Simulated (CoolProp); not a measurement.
Octamethyltrisiloxane (MDM) at several states: density (kg/m³) from the reference equation and from simpler models built on Tc = 292.2 °C, pc = 14.38 bar, ω = 0.528; each cubic takes its own stable root.

Values from CoolProp's reference Helmholtz-energy equation of state, Thol 2017.

```json
[
 {"T (°C)": "70.95", "p (bar)": "26", "phase": "liquid", "reference": "773.3"},
 {"T (°C)": "-27.25", "p (bar)": "8", "phase": "liquid", "reference": "867.6"},
 {"T (°C)": "198.65", "p (bar)": "0.121", "phase": "gas", "reference": "0.7337"},
 {"T (°C)": "214.35", "p (bar)": "16.7", "phase": "liquid", "reference": "599.8"},
 {"T (°C)": "70.75", "p (bar)": "1.16", "phase": "liquid", "reference": "768.5"}
]
```

Q: How far does each simpler model (van der Waals, Soave-Redlich-Kwong) lie from the reference over these 5 states: mean and median of the absolute difference, and the worst?

A: 
- van der Waals: mean 44.2 %, median 40.5 %, worst -98.6 % at 70.75 °C and 1.16 bar
- Soave-Redlich-Kwong: mean 8.1 %, median 9.4 %, worst -12.4 % at -27.25 °C and 8 bar

At some of these states van der Waals gives the other phase, because its saturation line lies elsewhere.
